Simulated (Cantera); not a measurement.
Aluminium and copper etching: Cu + F2 + N2

A closed system holds: 1 mol Cu, 2.1 mol F2, 0.4 mol N2, equilibrated at 873.15 K.

Method: chemical equilibrium by Gibbs-energy minimisation in Cantera with the NASA 1993 tables (ideal gas, pure condensed phases). Candidate condensed phases: Cu, CuF2; 11 gas species. Rates play no part.

From 0.00750 Torr to 750 Torr the condensed part is CuF2(s). The main Cu-bearing gas is CuF2 throughout.

```tsv
P (Pa)	log p F	log p F2	log p NF3	log p N2	log p CuF2	log p NF2	n CuF2(s)
1	-5.09	-6.91	-12.67	-5.81	-6.86	-14.47	0.964
4.20	-4.48	-5.70	-10.54	-5.17	-6.86	-12.93	0.992
18	-3.92	-4.57	-8.51	-4.50	-6.86	-11.47	0.998
75	-3.44	-3.62	-6.75	-3.82	-6.86	-10.18	1.000
320	-3.04	-2.81	-5.19	-3.14	-6.86	-9.03	1.000
1300	-2.69	-2.12	-3.83	-2.50	-6.86	-8.02	1.000
5600	-2.36	-1.46	-2.52	-1.86	-6.86	-7.04	1.000
24000	-2.07	-0.87	-1.35	-1.28	-6.86	-6.16	1.000
100000	-1.83	-0.39	-0.38	-0.77	-6.86	-5.43	1.00
```
log p: log10 of the partial pressure in bar; n: condensed amount in mol.
